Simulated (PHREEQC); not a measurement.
Solution (25 °C): 42 mmol/kgw CaCl2. Closed to the air; pH follows from the charge balance.

The numbers come from PHREEQC with the ion-association model, phreeqc.dat.

Precipitation was switched off in this run.

Task: Predict the specific conductance, density.

Result: specific conductance 8610 µS/cm; density 1.001 g/cm³.

Complexes and solids missing from the database can't appear.
